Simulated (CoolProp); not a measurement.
Properties of R410A along the isotherm 247.6 K.

Values from CoolProp's reference Helmholtz-energy equation of state, Lemmon 2003. It is a pseudo-pure fit of the blend.

| p (MPa) | phase | density (kg/m³) | speed of sound (m/s) | Joule-Thomson coefficient (K/MPa) | viscosity (µPa s) |
|---|---|---|---|---|---|
| 2.45 | liquid | 1272 | 710.8 | -0.1899 | 231 |
| 4.9 | liquid | 1279 | 729.5 | -0.2046 | 237 |
| 7.35 | liquid | 1286 | 747.0 | -0.2175 | 243 |
| 9.8 | liquid | 1293 | 763.4 | -0.2291 | 250 |
| 12.3 | liquid | 1300 | 779.3 | -0.2396 | 256 |
| 14.7 | liquid | 1306 | 793.8 | -0.2488 | 261 |
| 17.2 | liquid | 1312 | 808.1 | -0.2575 | 267 |
| 19.6 | liquid | 1318 | 821.3 | -0.2651 | 273 |
| 22.1 | liquid | 1324 | 834.4 | -0.2723 | 278 |
| 24.5 | liquid | 1329 | 846.5 | -0.2787 | 284 |

Viscosity comes from a separate model (Geller 2000).
